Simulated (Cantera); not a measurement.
Input (Python, Cantera):

```python
import numpy as np
import cantera as ct

gas = ct.Solution("gri30.yaml")
gas.TPX = 1975, 760, {'C2H6': 0.15, 'N2': 4.1}
reactor = ct.IdealGasConstPressureReactor(gas, energy="off", clone=False)
net = ct.ReactorNet([reactor])
net.rtol, net.atol = 1e-08, 1e-18
show = ['C2H6', 'C2H', 'HCN', 'C2H2', 'CH3', 'CH4', 'H2']
times = np.geomspace(0.0009, 40, 11)

steps = ct.SolutionArray(gas, extra=["t"])
rows = []
print(f"{'t/s':>10s}{'T/K':>9s}{'P/Pa':>11s}" + "".join(f"{s:>11s}" for s in show))
for t in times:
    while net.time < t:
        t_next = net.step()
        steps.append(gas.state, t=t_next)
    rows.append([np.interp(t, steps.t, y) for y in (steps.T, steps.P, *steps(*show).X.T)])
    print(f"{t:10.3e}{rows[-1][0]:9.1f}{rows[-1][1]:11.4g}" + "".join(f"{x:11.3e}" for x in rows[-1][2:]))
rate = np.gradient(steps.T, steps.t)
print("integrator steps:", len(steps.t))
if steps.T.max() > steps.T[0] + 200:
    print(f"time of steepest temperature rise: {steps.t[rate.argmax()]:.4e} s")
gas.TPX = 1975, 760, {'C2H6': 0.15, 'N2': 4.1}
gas.equilibrate("TP")
print(f"equilibrium (TP): T = {gas.T:.1f} K  " + "  ".join(f"{s} {gas[s].X[0]:.3e}" for s in show))
```

It prints:

```
       t/s      T/K       P/Pa       C2H6        C2H        HCN       C2H2        CH3        CH4         H2
 9.000e-04   1975.0        760  1.586e-05  2.850e-05  6.377e-05  1.841e-02  9.550e-03  5.311e-03  4.032e-02
 2.624e-03   1975.0        760  1.476e-06  1.751e-05  9.722e-05  2.798e-02  2.853e-03  4.450e-03  5.440e-02
 7.653e-03   1975.0        760  3.416e-07  1.112e-05  1.164e-04  3.056e-02  1.245e-03  3.199e-03  5.927e-02
 2.231e-02   1975.0        760  9.486e-08  8.243e-06  1.313e-04  3.152e-02  6.211e-04  2.143e-03  6.171e-02
 6.507e-02   1975.0        760  2.632e-08  7.570e-06  1.474e-04  3.213e-02  3.218e-04  1.208e-03  6.341e-02
 1.897e-01   1975.0        760  4.844e-09  8.832e-06  1.743e-04  3.257e-02  1.413e-04  4.554e-04  6.459e-02
 5.533e-01   1975.0        760  3.070e-10  1.205e-05  2.240e-04  3.276e-02  3.782e-05  8.931e-05  6.502e-02
 1.613e+00   1975.0        760  1.597e-12  1.823e-05  2.758e-04  3.277e-02  3.019e-06  4.709e-06  6.481e-02
 4.704e+00   1975.0        760  1.011e-14  2.877e-05  2.829e-04  3.274e-02  1.503e-07  1.483e-07  6.419e-02
 1.372e+01   1975.0        760  7.422e-15  3.484e-05  2.852e-04  3.272e-02  8.804e-08  7.173e-08  6.384e-02
 4.000e+01   1975.0        760  7.403e-15  3.510e-05  2.923e-04  3.272e-02  8.863e-08  7.167e-08  6.382e-02
integrator steps: 1708
equilibrium (TP): T = 1975.0 K  C2H6 6.920e-15  C2H 7.270e-06  HCN 5.217e-02  C2H2 6.778e-03  CH3 2.211e-07  CH4 1.788e-07  H2 6.384e-02
```

Cantera simulation using GRI-Mech 3.0 (53 species, 325 reactions); the numbers are that mechanism's predictions, not measurements. GRI-Mech 3.0 stops at C3 and has no aromatics, soot or wall deposition, so with more carbon than oxygen in the feed, carbon stays in small species such as C2H2 where larger ones or solid carbon would form. Radical loss at walls, strong at low pressure, is not modelled.
